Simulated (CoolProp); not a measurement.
Hydrogen chloride along the isobar 88.4 bar: density (kg/m³) from the reference equation and from simpler models built on Tc = 324.7 K, pc = 83.14 bar, ω = 0.130; each cubic takes its own stable root.

The numbers come from the reference Helmholtz-energy equation of state, Thol 2018 in CoolProp.

```tsv
T (K)	phase	reference
203	liquid	1161
213.7	liquid	1134
224.4	liquid	1106
235.1	liquid	1077
245.8	liquid	1046
256.5	liquid	1013
267.3	liquid	977.5
278	liquid	938.8
288.7	liquid	895.4
299.4	liquid	844.5
310.1	liquid	780.5
320.8	liquid	681.7
331.5	supercritical	271.2
342.2	supercritical	200.9
```

Task: How far does each simpler model (van der Waals, Redlich-Kwong, Soave-Redlich-Kwong, Peng-Robinson) lie from the reference over these 14 states: mean and median of the absolute difference, and the worst?

Result: 
- van der Waals: mean 34.1 %, median 39.1 %, worst -40.0 % at 203 K and 88.4 bar
- Redlich-Kwong: mean 14.7 %, median 14.7 %, worst -23.5 % at 320.8 K and 88.4 bar
- Soave-Redlich-Kwong: mean 13.9 %, median 13.2 %, worst -22.8 % at 320.8 K and 88.4 bar
- Peng-Robinson: mean 3.9 %, median 2.4 %, worst -14.3 % at 320.8 K and 88.4 bar
